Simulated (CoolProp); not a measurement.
Model: reference Helmholtz-energy equation of state, Lemmon 2016, in CoolProp.

### Question
Give the vapour pressure (kPa), liquid density (kg/m³), vapour density (kg/m³), surface tension (mN/m) of saturated R365MFC at 372.3, 431.2 K.

### Answer
| T (K) | p (kPa) | liquid density (kg/m³) | vapour density (kg/m³) | surface tension (mN/m) |
|---|---|---|---|---|
| 372.3 | 575 | 1080 | 32.5 | 7.19 |
| 431.2 | 1970 | 860 | 130 | 1.87 |

Surface tension comes from a separate correlation (Mulero 2012).
